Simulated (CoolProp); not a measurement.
Vapour-liquid equilibrium of CH2F2 (R32) (1) + R134a (2) at 326 kPa; x and y are mole fractions of (1).

Computed with CoolProp (multi-fluid Helmholtz-energy mixture model, Tillner-Roth 1997 and Tillner-Roth 1994; pair parameters Lemmon 2004).

| x | bubble temperature, mixture model (°C) | bubble temperature, Raoult's law (°C) | y, mixture model | y, Raoult's law |
|---|---|---|---|---|
| 0.05 | 0.6 | 0.6 | 0.119 | 0.127 |
| 0.15 | -3.6 | -3.6 | 0.315 | 0.332 |
| 0.25 | -7.4 | -7.4 | 0.467 | 0.489 |
| 0.35 | -10.6 | -10.7 | 0.587 | 0.611 |
| 0.45 | -13.6 | -13.6 | 0.685 | 0.708 |
| 0.55 | -16.2 | -16.3 | 0.765 | 0.786 |
| 0.65 | -18.6 | -18.7 | 0.833 | 0.849 |
| 0.75 | -20.8 | -20.9 | 0.890 | 0.902 |
| 0.85 | -22.9 | -22.9 | 0.939 | 0.946 |
| 0.95 | -24.8 | -24.8 | 0.981 | 0.984 |

The largest gap from Raoult's law is +0.1 K in bubble temperature, at x = 0.65. No azeotrope shows between x = 0.05 and 0.95.

Pair parameters are fitted to limited data, so mixtures are less certain than the pure fluids.
